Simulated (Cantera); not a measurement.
A freely propagating, adiabatic, planar premixed flame of 37.1 % H2, 13.2 % O2, 49.7 % N2, equivalence ratio 1.4, unburnt at 675 K and 0.380 bar; mixture-averaged transport, grid criteria slope 0.08 and curve 0.16, no radiation.

Cantera simulation using the H2/O2 subset of GRI-Mech 3.0, which has no nitrogen chemistry; the numbers are that mechanism's predictions, not measurements. Burning velocities carry a grid error of a few per cent, more on coarse grids.

Predict: laminar burning velocity; thermal thickness; peak x(H2O2); peak x(HO2); peak x(OH).


```json
{
 "laminar_burning_velocity": "968 cm/s",
 "thermal_thickness": "1.69 mm",
 "peak x(H2O2)": "1.50e-6",
 "peak x(HO2)": "9.44e-5",
 "peak x(OH)": "0.0147"
}
```
